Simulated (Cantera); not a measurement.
An isothermal plug-flow reactor at 748 K and 5.00 bar (inlet), inlet velocity 0.49 m/s, active area per volume 1400 1/m; feed 2.86 % CO, 16.4 % O₂, 80.8 % N₂, equivalence ratio 0.087.

Computed with Cantera and Deutschmann's 1995 Pt surface mechanism with GRI-Mech 3.0 gas chemistry. Catalytic surfaces can have several steady states; this one follows from the mechanism file's or the stated starting coverage. Mass transfer to the wall is taken as infinitely fast.

Problem. Predict: x(CO) at z = 0.016 m; x(O₂) at z = 0.016 m; x(CO₂) at z = 0.016 m; θ(free Pt) at the exit; θ(O*) at the exit.

Solution. 
| Item | Result |
|---|---|
| x(CO) at z = 0.016 m | 0.00237 |
| x(O₂) at z = 0.016 m | 0.152 |
| x(CO₂) at z = 0.016 m | 0.0266 |
| θ(free Pt) at the exit | 0.00791 |
| θ(O*) at the exit | 0.992 |
